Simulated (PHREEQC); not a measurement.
Make-up at 10 °C: 0.0025 mol NH4HF2, 0.064 mol H2SiF6, 0.00046 mol H3AsO4 and 0.003 mol H2SO4 per kg of water. Closed to the air; pH follows from the charge balance.

All values are PHREEQC results (ion-association model, wateq4f.dat), not measurements.

Precipitation was switched off in this run.

Predict the pH.

pH 0.99.

In which forms is F present?

SiF6-2 98 %, HF 1.8 % of the F.

The solution is supersaturated, for example in Quartz (slow to form), Chalcedony (slow to form), so a real one may precipitate; this is no full list. Constants without temperature data keep their 25 °C values here. SiF6-2 is the database's only silicon fluoride.
